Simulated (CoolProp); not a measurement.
n-perfluorohexane at 429.25 K and 0.516 MPa is compressed adiabatically to 0.775 MPa with isentropic efficiency 0.85. Each further row changes one setting.

The numbers come from the reference Helmholtz-energy equation of state, Gao 2022 in CoolProp.

```csv
case,work (kJ/kg),final temperature (K),final density (kg/m³)
as stated,4.24,436.4,90.4
efficiency 1,3.61,435.8,90.7
efficiency 0.65,5.55,437.6,89.9
```
